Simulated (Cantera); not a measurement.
Iron carbonyl, mercury and lead vapours: HgO + H2

Input: 1 mol HgO, 0.066 mol H2, at 10.0 mbar.

Equilibrium computed with Cantera from the NASA thermochemical tables; the gas is ideal and each condensed phase is pure. Candidate condensed phases: H2O, Hg, HgO; 10 gas species. The numbers say what is thermodynamically allowed, not how fast it happens.

| T (°C) | x Hg | x H2O | x O2 | x OH | n HgO(s) |
|---|---|---|---|---|---|
| 202 | 0.500 | 0.500 | 4.83e-6 | <1e-12 | 0.934 |
| 302 | 0.652 | 0.0431 | 0.305 | <1e-12 | 0 |
| 402 | 0.652 | 0.0431 | 0.305 | 2.18e-11 | 0 |
| 502 | 0.652 | 0.0431 | 0.305 | 9.05e-10 | 0 |
| 602 | 0.652 | 0.0431 | 0.305 | 1.61e-8 | 0 |
| 702 | 0.652 | 0.0431 | 0.305 | 1.59e-7 | 0 |
| 802 | 0.652 | 0.0431 | 0.305 | 1.02e-6 | 0 |
| 902 | 0.652 | 0.0431 | 0.305 | 4.82e-6 | 0 |
| 1002 | 0.652 | 0.0430 | 0.305 | 1.78e-5 | 0 |
| 1102 | 0.652 | 0.0430 | 0.305 | 5.43e-5 | 0 |
| 1202 | 0.652 | 0.0430 | 0.305 | 0.000143 | 0 |
| 1302 | 0.652 | 0.0429 | 0.304 | 0.000331 | 0 |
x: gas mole fraction; n: condensed amount in mol.

At 202 °C the condensed part is HgO(s). From 302 °C to 1302 °C nothing is condensed. The main Hg-bearing gas is Hg throughout.
